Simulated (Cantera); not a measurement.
Mixture: CH4 : CO : O2 : N2 = 1 : 0.098 : 3.94 : 14.8 (molar parts), equivalence ratio 0.52, at 11.8 atm, adiabatic and at constant pressure. Ignition delay is the time to a rise of 400 K.

Model: GRI-Mech 3.0 (53 species, 325 reactions), integrated in Cantera. The pressure lies above the range GRI-Mech 3.0 was tuned for (to about 10 atm).

Predict: delay at 1250 K; delay at 1325 K; delay at 1400 K; delay at 1475 K; delay at 1550 K; delay at 1625 K; apparent activation energy between 1475 and 1625 K.


| Item | Value |
|---|---|
| delay at 1250 K | 1.72 ms |
| delay at 1325 K | 0.730 ms |
| delay at 1400 K | 0.332 ms |
| delay at 1475 K | 0.161 ms |
| delay at 1550 K | 82.6 µs |
| delay at 1625 K | 44.7 µs |
| apparent activation energy between 1475 and 1625 K | 170 kJ/mol |
